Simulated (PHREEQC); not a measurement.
Leach liquor: an equilibrium model

A solution holds 0.0064 mol H2SO4 and 0.00034 mol MnSO4 per kg of water, at 20 °C. Closed to the air; pH follows from the charge balance.

All values are PHREEQC results (Pitzer model, pitzer.dat), not measurements.

This is a speciation only: nothing precipitates in the calculation.

Question: Estimate the pH, osmotic coefficient, ionic strength.

Answer: pH 2.04; osmotic coefficient 0.922; ionic strength 0.0160 mol/kgw.

Question: In which forms is S present?

Answer: SO4-2 66 %, HSO4- 34 % of the S.
